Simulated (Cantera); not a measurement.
Feed: 1 mol HI, 0.25 mol O2, 0.58 mol H2, held at 1500 °C and 10.0 mbar.

Cantera equilibrium calculation (NASA polynomials, part measured and part estimated; ideal gas, pure solids and liquids). Equilibrium is a limit: real reactors are often held back by kinetics, nucleation or transport.

```csv
species,before,after
I,0.459,0.596
H2O,0.243,0.308
H2,0.268,0.0763
HI,0.0276,0.0191
OH,8.29e-5,0.000196
H,0.00147,0.000786
I2,0.000204,0.000343
```
Gas species are given as mole fractions.

### Question
What was changed between the two runs?
A. temperature from 1500 °C to 2200 °C
B. H2 from 0.58 to 0.14 mol
C. pressure from 10.0 mbar to 27.0 bar
D. pressure from 10.0 mbar to 1.40 mbar

### Answer
B, H2 from 0.58 to 0.14 mol
